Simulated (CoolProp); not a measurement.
Vapour pressure (bar) of hexamethyldisiloxane (MM): the reference equation beside estimates from Tc = 518.7 K, pc = 19.31 bar, ω = 0.418.

Values from CoolProp's reference Helmholtz-energy equation of state, Thol 2016.

| T (K) | reference | Lee-Kesler | van der Waals | Redlich-Kwong | Soave-Redlich-Kwong | Peng-Robinson |
|---|---|---|---|---|---|---|
| 338.4 | 0.3191 | 0.3166 | 2.676 | 0.9048 | 0.3170 | 0.3220 |
| 343.6 | 0.3855 | 0.3831 | 2.904 | 1.041 | 0.3833 | 0.3880 |
| 348.7 | 0.4608 | 0.4587 | 3.139 | 1.189 | 0.4587 | 0.4630 |
| 353.9 | 0.5491 | 0.5476 | 3.392 | 1.355 | 0.5474 | 0.5510 |
| 359 | 0.6483 | [?] | [?] | 1.534 | 0.6471 | 0.6498 |
| 364.2 | 0.7634 | 0.7637 | 3.932 | 1.733 | 0.7631 | [?] |
| 369.3 | 0.8913 | 0.8929 | 4.219 | 1.945 | 0.8922 | 0.8921 |
| 374.5 | 1.038 | 1.042 | 4.525 | 2.181 | 1.041 | 1.039 |
| 379.6 | 1.200 | 1.205 | 4.838 | 2.431 | 1.205 | 1.201 |
| 384.8 | 1.385 | 1.392 | 5.173 | 2.706 | 1.393 | 1.385 |
| 389.9 | 1.586 | 1.596 | 5.514 | 2.997 | 1.598 | 1.587 |

Some entries are withheld; supply them.


- 359, Lee-Kesler: 0.6475
- 359, van der Waals: 3.653
- 364.2, Peng-Robinson: 0.7645

Absolute difference from the reference over all 11 rows, mean and median: Lee-Kesler 0.4 and 0.4 %, van der Waals 445.7 and 415.1 %, Redlich-Kwong 130.7 and 127.0 %, Soave-Redlich-Kwong 0.4 and 0.4 %, Peng-Robinson 0.3 and 0.1 %.
